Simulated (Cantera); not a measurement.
Input: 1 mol Ta₂O₅, 2.7 mol CO, 1.4 mol H₂, at 0.133 bar.

These are equilibrium values from Cantera (NASA tables, ideal gas, pure condensed phases), not measurements of a reactor. Candidate condensed phases: C, C₆H₆, C₇H₈, C₈H₁₈, H₂O, Ta, TaC, Ta₂O₅; 113 gas species. Kinetics and transport are ignored.

x: gas mole fraction; n: condensed amount in mol.

```json
[
 {"T (°C)": "775", "x CO": "0.641", "x H₂": "0.341", "x CO₂": "0.0122", "x H₂O": "0.00544", "x CH₄": "0.000903", "x H": "1.23e-8", "x C₂H₂ (acetylene)": "1.34e-9", "n C(graphite)": "0.0672", "n Ta₂O₅(s)": "1.00"},
 {"T (°C)": "800", "x CO": "0.647", "x H₂": "0.340", "x CO₂": "0.00786", "x H₂O": "0.00382", "x CH₄": "0.000710", "x H": "2.24e-8", "x C₂H₂ (acetylene)": "2.44e-9", "n C(graphite)": "0.0444", "n Ta₂O₅(s)": "1.00"},
 {"T (°C)": "825", "x CO": "0.651", "x H₂": "0.340", "x CO₂": "0.00516", "x H₂O": "0.00272", "x CH₄": "0.000565", "x H": "3.95e-8", "x C₂H₂ (acetylene)": "4.34e-9", "n C(graphite)": "0.0297", "n Ta₂O₅(s)": "1.00"},
 {"T (°C)": "850", "x CO": "0.654", "x H₂": "0.341", "x CO₂": "0.00344", "x H₂O": "0.00196", "x CH₄": "0.000454", "x H": "6.81e-8", "x C₂H₂ (acetylene)": "7.50e-9", "n C(graphite)": "0.0201", "n Ta₂O₅(s)": "1.00"},
 {"T (°C)": "875", "x CO": "0.655", "x H₂": "0.341", "x CO₂": "(withheld)", "x H₂O": "(withheld)", "x CH₄": "(withheld)", "x H": "(withheld)", "x C₂H₂ (acetylene)": "(withheld)", "n C(graphite)": "(withheld)", "n Ta₂O₅(s)": "1.00"},
 {"T (°C)": "900", "x CO": "0.656", "x H₂": "0.341", "x CO₂": "(withheld)", "x H₂O": "(withheld)", "x CH₄": "(withheld)", "x H": "(withheld)", "x C₂H₂ (acetylene)": "(withheld)", "n C(graphite)": "(withheld)", "n Ta₂O₅(s)": "1.00"},
 {"T (°C)": "925", "x CO": "0.657", "x H₂": "0.341", "x CO₂": "0.00112", "x H₂O": "0.000793", "x CH₄": "0.000248", "x H": "3.04e-7", "x C₂H₂ (acetylene)": "3.37e-8", "n C(graphite)": "0.00680", "n Ta₂O₅(s)": "1.00"}
]
```

**Question.** Complete the blanks.

**Answer.** 
- 900, x CO₂: 0.00160
- 900, x H₂O: 0.00106
- 900, x CH₄: 0.000301
- 900, x H: 1.89e-7
- 900, x C₂H₂ (acetylene): 2.09e-8
- 900, n C(graphite): 0.00964
- 875, x CO₂: 0.00233
- 875, x H₂O: 0.00143
- 875, x CH₄: 0.000368
- 875, x H: 1.15e-7
- 875, x C₂H₂ (acetylene): 1.27e-8
- 875, n C(graphite): 0.0138
